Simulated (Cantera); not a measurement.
A Cantera script and its output.

```python
import numpy as np
import cantera as ct

gas = ct.Solution("gri30.yaml")


def delay(T, t_max=10):
    gas.TPX = T, 41000, {'CO': 1, 'H2': 0.053, 'CH4': 0.58, 'O2': 1.85, 'N2': 6.97}
    reactor = ct.IdealGasReactor(gas, clone=False)
    net = ct.ReactorNet([reactor])
    net.rtol, net.atol = 1e-8, 1e-16
    while net.time < t_max:
        t_old, T_old = net.time, reactor.T
        net.step()
        if reactor.T > T + 400:  # ignition: a rise of 400 K
            return t_old + (T + 400 - T_old) / (reactor.T - T_old) * (net.time - t_old)
    return np.nan


taus = []
for T in [1200, 1250, 1300, 1350, 1400, 1450, 1500, 1550, 1600, 1650]:
    taus.append(delay(T))
    print(f"T0 = {T:6g} K   tau = {taus[-1]:.4e} s")
```

Output:

```
T0 =   1200 K   tau = 2.7169e-02 s
T0 =   1250 K   tau = 1.4439e-02 s
T0 =   1300 K   tau = 7.9939e-03 s
T0 =   1350 K   tau = 4.6503e-03 s
T0 =   1400 K   tau = 2.8543e-03 s
T0 =   1450 K   tau = 1.8449e-03 s
T0 =   1500 K   tau = 1.2468e-03 s
T0 =   1550 K   tau = 8.7278e-04 s
T0 =   1600 K   tau = 6.2762e-04 s
T0 =   1650 K   tau = 4.6079e-04 s
```

Detailed kinetics in Cantera: GRI-Mech 3.0 (53 species, 325 reactions).
